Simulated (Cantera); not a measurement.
Input: 1 mol CsOH, 0.33 mol H₂, 0.91 mol H₂O, equilibrated at 7.50 Torr.

Equilibrium computed with Cantera from the NASA thermochemical tables; the gas is ideal and each condensed phase is pure. Candidate condensed phases: Cs, CsOH, H₂O; 15 gas species. The numbers say what is thermodynamically allowed, not how fast it happens.

x: gas mole fraction; nothing condenses.

```tsv
T (°C)	x H₂O	x CsOH	x Cs	x H₂	x OH
1377	0.504	0.297	0.122	0.0771	(withheld)
1427	0.511	0.284	0.132	0.0712	(withheld)
1477	0.519	0.273	0.142	0.0657	(withheld)
1527	0.526	0.261	0.151	0.0605	(withheld)
1577	0.532	0.251	0.159	0.0557	(withheld)
1627	0.537	0.241	0.167	0.0513	(withheld)
1677	0.541	0.231	0.175	0.0476	(withheld)
1727	0.543	0.220	0.183	0.0447	(withheld)
1777	0.543	0.208	0.191	0.0432	(withheld)
```

**Question.** What belongs in the gaps?

**Answer.** 
- 1377, x OH: 7.44e-5
- 1427, x OH: 0.000146
- 1477, x OH: 0.000276
- 1527, x OH: 0.000505
- 1577, x OH: 0.000897
- 1627, x OH: 0.00154
- 1677, x OH: 0.00258
- 1727, x OH: 0.00417
- 1777, x OH: 0.00648
